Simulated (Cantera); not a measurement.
A closed system holds: 1 mol Nb2O5, 41 mol H2, 0.2 mol H2O, at 0.263 Torr.

These are equilibrium values from Cantera (NASA tables, ideal gas, pure condensed phases), not measurements of a reactor. Candidate condensed phases: H2O, Nb, NbO, NbO2, Nb2O5; 12 gas species. Condensed phases not in the tables: the oxides between NbO2 and Nb2O5. Kinetics and transport are ignored.

**Question.** What share of the Nb ends up in condensed phases as a function of T (K), at 1575, 1625, 1675, 1725, 1775, 1825, 1875, 1925, 1975, 2025, 2075, 2125?

**Answer.** 
| T (K) | Nb condensed (%) | as |
|---|---|---|
| 1575 | 100.0 | NbO2(s) |
| 1625 | 100.0 | NbO2(s) |
| 1675 | 100.0 | NbO2(s) |
| 1725 | 99.9 | NbO2(s) |
| 1775 | 99.6 | NbO2(s) |
| 1825 | 98.9 | NbO2(s) |
| 1875 | 97.2 | NbO2(s) |
| 1925 | 92.9 | NbO2(s) |
| 1975 | 82.7 | NbO2(s) |
| 2025 | 59.4 | NbO2(s) |
| 2075 | 7.0 | NbO2(s) |
| 2125 | 0.0 | - |
